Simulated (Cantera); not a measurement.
Standard-state values (1 bar) from the NASA 1993 polynomials, evaluated with Cantera. Values are per mole of reaction as written; species without (g) are pure solids or liquids, kept so even where they would boil at 1 bar.

3 CH4(g) + TiCl4 → 4 HCl(g) + Ti + C3H8(g), with ΔH° = 554.0 kJ and ΔS° = 236.9 J/K at 300 K.

### Question
How far is the shortcut ΔG° ≈ ΔH°(300 K) − T·ΔS°(300 K) from the full temperature-dependent value at 373, 398, 423, 448, 473, 498, 523 K?

### Answer
```tsv
T (K)	shortcut (kJ)	full (kJ)	difference (kJ)	difference in log10 K
373	465.6	465.9	-0.3	0.04
398	459.7	460.2	-0.5	0.07
423	453.8	454.6	-0.8	0.09
448	447.9	448.9	-1.1	0.12
473	441.9	443.4	-1.4	0.16
498	436.0	437.8	-1.8	0.19
523	430.1	432.3	-2.2	0.22
```
The shortcut ignores the heat-capacity change of the reaction.
